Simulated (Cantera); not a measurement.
An isothermal, constant-pressure homogeneous reactor starts with 10.4 % H2, 7.46 % O2, 82.1 % N2, equivalence ratio 0.70, at 1225 K and 100.0 Torr.

Detailed kinetics in Cantera: the H2/O2 subset of GRI-Mech 3.0, which has no nitrogen chemistry. The temperature is held fixed by assumption; the heat of reaction is taken as removed at once.

x: mole fraction; the columns are a selection and need not sum to one.

| t (s) | x H2 | x O2 | x H2O2 | x HO2 | x OH | x H | x O |
|---|---|---|---|---|---|---|---|
| 2.00e-5 | 0.104 | 0.0746 | 2.38e-12 | 2.29e-9 | 1.80e-10 | 2.45e-9 | 2.83e-10 |
| 7.29e-5 | 0.104 | 0.0746 | 3.13e-11 | 8.52e-9 | 1.89e-9 | 1.99e-8 | … |
| 0.000265 | 0.104 | 0.0746 | 6.76e-10 | 1.11e-7 | 4.35e-7 | 4.43e-6 | … |
| 0.000967 | 0.0117 | 0.0334 | 3.06e-7 | 3.13e-6 | 0.00265 | 0.0415 | … |
| 0.00352 | 0.00597 | 0.0270 | 4.37e-7 | 2.82e-6 | 0.00170 | 0.0106 | … |
| 0.0128 | 0.000929 | 0.0238 | 3.89e-7 | 2.09e-6 | 0.000608 | 0.000520 | … |
| 0.0468 | 5.74e-5 | 0.0236 | 9.08e-8 | 5.17e-7 | 0.000148 | 7.63e-6 | … |
| 0.170 | 5.16e-6 | 0.0236 | 1.51e-8 | 6.39e-8 | 4.58e-5 | 2.20e-7 | … |
| 0.620 | 8.25e-7 | 0.0236 | 3.11e-9 | 1.13e-8 | 1.87e-5 | 1.49e-8 | … |
| 2.26 | 1.85e-7 | 0.0236 | 7.78e-10 | 3.27e-9 | 8.97e-6 | 1.62e-9 | … |
| 8.23 | 5.92e-8 | 0.0236 | 2.60e-10 | 2.17e-9 | 5.06e-6 | 2.97e-10 | … |
| 30.0 | 4.20e-8 | 0.0236 | 1.85e-10 | 2.17e-9 | 4.22e-6 | 1.77e-10 | … |

Some entries are withheld; supply them.


- 7.29e-5, x O: 3.29e-9
- 0.000265, x O: 7.68e-7
- 0.000967, x O: 0.00962
- 0.00352, x O: 0.00308
- 0.0128, x O: 0.000373
- 0.0468, x O: 2.21e-5
- 0.170, x O: 2.10e-6
- 0.620, x O: 3.52e-7
- 2.26, x O: 8.06e-8
- 8.23, x O: 2.56e-8
- 30.0, x O: 1.79e-8
